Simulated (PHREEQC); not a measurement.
A solution holds 0.0021 mol NaHSO4, 0.00042 mol KHSO4 and 0.2 mol Na2S per kg of water, at 25 °C. It is in equilibrium with CO2 at log p = -1 (atm). Otherwise closed; pH follows from the charge balance.

Model: ion-association model, wateq4f.dat, run in PHREEQC.

Precipitation was switched off in this run.

Q: Order these S species by the share of S that they hold, largest first: NaSO4-, HS-, H2S, SO4-2.

A: HS- (93 %), H2S (5.7 %), SO4-2 (0.86 %), NaSO4- (0.38 %)

Q: Order these C species by the share of C that they hold, largest first: NaCO3-, CO2, CO3-2, HCO3-, NaHCO3.

A: HCO3- (87 %), NaHCO3 (8.6 %), NaCO3- (1.8 %), CO2 (1.5 %), CO3-2 (0.98 %)

The pH is 7.93 and the ionic strength 0.384 mol/kgw. The polysulfide entries of wateq4f.dat were taken out for this run.
